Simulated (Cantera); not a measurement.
What does this Cantera script print?

```python
import numpy as np
import cantera as ct

gas_names = """
    B BCL BCL2 BCL3 BH BH2 BH3 BN B2 CL CL2 H HCL H2 N NH NH2 NH3 N2 N2H2 N2H4
""".split()
cond_names = """
    B(b) B(L) BN(s) NH4CL(a) NH4CL(b)
""".split()


def load(file, names, dense=False):
    # The tables refer to 1 bar. Condensed volumes are neglected.
    table = {s.name: s for s in ct.Species.list_from_file(file)}
    out = []
    for n in names:
        d = dict(table[n].input_data)
        d["thermo"] = dict(d["thermo"], **{"reference-pressure": 1e5})
        if dense:
            d["equation-of-state"] = {"model": "constant-volume", "density": "1e6 g/cm^3"}
        out.append(ct.Species.from_dict(d))
    return out


gas = ct.Solution(thermo="ideal-gas", species=load("nasa_gas.yaml", gas_names))
cond = {s.name: ct.Solution(thermo="fixed-stoichiometry", species=[s], name=s.name)
        for s in load("nasa_condensed.yaml", cond_names, dense=True)}
atoms = {
    'BCl3': {'B': 1, 'CL': 3},
    'H2': {'H': 2},
    'N2': {'N': 2},
}
top_T = {'BN(s)': 3200}  # K; cautious upper limits of use, not melting points


def equilibrate(T, P, feed):
    n = {}
    for name, mol in feed.items():
        for a, k in atoms[name].items():
            n[a] = n.get(a, 0.0) + k * mol
    gas.TPX = T, P, n
    mass = sum(n.values()) * gas.mean_molecular_weight
    gas.equilibrate("TP")
    valid = [c for c in cond.values() if c.min_temp <= T <= top_T.get(c.name, c.max_temp)]
    mix = ct.Mixture([(gas, mass / gas.mean_molecular_weight)] + [(c, 0.0) for c in valid])
    mix.T, mix.P = T, P
    mix.equilibrate("TP", solver="vcs", rtol=1e-11, max_steps=5000)
    return mix


results = []
feed = {'BCl3': 1, 'H2': 30, 'N2': 1.3}  # mol
P = 90  # Pa
for T in [1448, 1498, 1548, 1598, 1648, 1698, 1748, 1798]:
    mix = equilibrate(T, P, feed)
    results.append((T, P, feed, dict(zip(mix.species_names, mix.species_moles))))

top = {s: max(r[3][s] / sum(r[3][g] for g in gas_names) for r in results) for s in gas_names}
cols = sorted((s for s in top if top[s] > 0.0001), key=lambda s: -top[s])[:9]
seen = [c for c in cond_names if any(r[3].get(c, 0) > 1e-12 for r in results)]
print("log10 of partial pressures in bar; condensed amounts in mol")
print(f"{'T/K':>10s}" + "".join(f"{s[:9]:>10s}" for s in cols + seen))
for T, P, feed, n in results:
    ng = sum(n[g] for g in gas_names)
    print(f"{T:10.4g}" + "".join(f"{np.log10(max(n[s] / ng * P / 1e5, 1e-99)):10.3f}" for s in cols)
          + "".join(f"{n.get(c, 0):10.4g}" for c in seen))
```

Output:

```
log10 of partial pressures in bar; condensed amounts in mol
       T/K        H2       HCL        N2         H       BCL        CL     BN(s)
      1448    -3.100    -4.078    -4.652    -6.586    -8.567    -7.652    0.9999
      1498    -3.100    -4.078    -4.652    -6.315    -7.990    -7.386    0.9996
      1548    -3.101    -4.079    -4.652    -6.062    -7.450    -7.138    0.9986
      1598    -3.101    -4.080    -4.651    -5.824    -6.945    -6.905    0.9956
      1648    -3.101    -4.082    -4.649    -5.601    -6.473    -6.687    0.9873
      1698    -3.102    -4.086    -4.644    -5.391    -6.034    -6.484    0.9656
      1748    -3.104    -4.096    -4.632    -5.193    -5.630    -6.298     0.913
      1798    -3.106    -4.118    -4.606    -5.007    -5.267    -6.134    0.7993
```

These are equilibrium values from Cantera (NASA tables, ideal gas, pure condensed phases), not measurements of a reactor. N2 is the only nitrogen source here; it is nearly inert below about 1500 K, so the nitride shown seldom forms there in practice. The tables' values for BCl, BCl2, BH2 are old estimates; treat these amounts as uncertain.
